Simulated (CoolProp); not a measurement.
Vapour-liquid equilibrium of cyclohexane (1) + n-heptane (2) at 0.763 MPa; x and y are mole fractions of (1).

Computed with CoolProp (multi-fluid Helmholtz-energy mixture model, Zhou 2014 and Span 2003; pair parameters Bell 2016).

Task: Give the bubble temperature and the first vapour's composition at x = 0.35, 0.8, 0.95. Is there an azeotrope?

Result: x = 0.35: 178.5 °C, y = 0.415; x = 0.8: 170.0 °C, y = 0.841; x = 0.95: 167.6 °C, y = 0.961. No azeotrope shows between x = 0.05 and 0.95.

Pair parameters are fitted to limited data, so mixtures are less certain than the pure fluids.
